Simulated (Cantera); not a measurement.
A closed system holds: 1 mol CH₃SiH₃, 0.18 mol C₃H₈, 1.6 mol H₂, 0.38 mol CH₄, at 18.0 mbar.

These are equilibrium values from Cantera (NASA tables, ideal gas, pure condensed phases), not measurements of a reactor. Candidate condensed phases: C, C₆H₆, C₇H₈, C₈H₁₈, Si, SiC; 87 gas species. The feed counts by its element totals alone. Gases not in the tables: Si₂H₆ and higher silanes. Kinetics and transport are ignored.

log p: log10 of the partial pressure in bar; n: condensed amount in mol.

| T (K) | log p H₂ | log p H | log p Si | log p SiC₂ | log p Si₂C | log p C₂H₂ (acetylene) | n C(graphite) | n SiC(s) |
|---|---|---|---|---|---|---|---|---|
| 1025 | -1.75 | -9.23 | <-13 | <-13 | <-13 | ___ | 0.912 | 1.00 |
| 1175 | -1.74 | -7.78 | <-13 | <-13 | <-13 | ___ | 0.918 | 1.00 |
| 1325 | -1.74 | -6.66 | -12.50 | <-13 | <-13 | ___ | 0.919 | 1.00 |
| 1475 | -1.74 | -5.76 | -10.42 | -13.27 | -13.32 | ___ | 0.920 | 1.00 |
| 1625 | -1.74 | -5.02 | -8.73 | -11.06 | -11.15 | ___ | 0.919 | 1.000 |
| 1775 | -1.75 | -4.41 | -7.33 | -9.23 | -9.36 | ___ | 0.918 | 1.000 |
| 1925 | -1.75 | -3.89 | -6.15 | -7.69 | -7.85 | ___ | 0.915 | 1.000 |
| 2075 | -1.75 | -3.45 | -5.14 | -6.37 | -6.57 | ___ | 0.908 | 0.997 |
| 2225 | -1.77 | -3.07 | -4.27 | -5.24 | -5.46 | ___ | 0.904 | 0.975 |
| 2375 | -1.80 | -2.75 | -3.51 | -4.26 | -4.50 | ___ | 0.959 | 0.837 |
| 2525 | -1.90 | -2.50 | -2.84 | -3.39 | -3.66 | ___ | 1.35 | 0 |

Some entries are withheld; supply them.


- 1025, log p C₂H₂ (acetylene): -10.40
- 1175, log p C₂H₂ (acetylene): -8.94
- 1325, log p C₂H₂ (acetylene): -7.81
- 1475, log p C₂H₂ (acetylene): -6.92
- 1625, log p C₂H₂ (acetylene): -6.19
- 1775, log p C₂H₂ (acetylene): -5.59
- 1925, log p C₂H₂ (acetylene): -5.09
- 2075, log p C₂H₂ (acetylene): -4.66
- 2225, log p C₂H₂ (acetylene): -4.30
- 2375, log p C₂H₂ (acetylene): -4.01
- 2525, log p C₂H₂ (acetylene): -3.82
